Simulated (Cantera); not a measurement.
C₃H₈ + H₂ (carbon deposition, reforming and gasification)

Input: 1 mol C₃H₈, a varied amount of H₂, equilibrated at 0.0100 bar.

Equilibrium computed with Cantera from the NASA thermochemical tables; the gas is ideal and each condensed phase is pure. Candidate condensed phases: C, C₆H₆, C₇H₈, C₈H₁₈; 76 gas species. The numbers say what is thermodynamically allowed, not how fast it happens.

Stable condensed phases:

```
T in K \ n(H₂) in mol
         1.2 1.5 1.9 2.4 3.1 3.9   5 6.3   8  10  13  16  21
   1325    A   A   A   A   A   A   A   A   A   A   A   A   A
   1225    A   A   A   A   A   A   A   A   A   A   A   A   A
   1125    A   A   A   A   A   A   A   A   A   A   A   A   A
   1025    A   A   A   A   A   A   A   A   A   A   A   A   A
    925    A   A   A   A   A   A   A   A   A   A   A   A   A
    825    A   A   A   A   A   A   A   A   A   A   A   A   A
    725    A   A   A   A   A   A   A   A   A   A   A   A   A
    625    A   A   A   A   A   A   A   A   A   A   B   B   B
    525    A   A   A   A   A   B   B   B   B   B   B   B   B
```

A: C; B: gas only.
